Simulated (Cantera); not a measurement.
Feed: 1 mol Pb, 0.15 mol CO, 0.32 mol H₂, at 13.0 Pa.

These are equilibrium values from Cantera (NASA tables, ideal gas, pure condensed phases), not measurements of a reactor. Candidate condensed phases: C, C₆H₆, C₇H₈, C₈H₁₈, H₂O, Pb, PbO, PbO₂, Pb₃O₄; 113 gas species. Equilibrium is a limit: real reactors are often held back by kinetics, nucleation or transport.

Q: What share of the Pb ends up in condensed phases as a function of T (K), at 773, 848, 923, 998, 1073, 1148, 1223, 1298, 1373, 1448?

A: 
```
T (K)  Pb condensed (%)     as
-----  ----------------  -----
773               100.0  Pb(l)
848                99.9  Pb(l)
923                99.1  Pb(l)
998                93.6  Pb(l)
1073               39.6  Pb(l)
1148                0.0      -
1223                0.0      -
1298                0.0      -
1373                0.0      -
1448                0.0      -
```
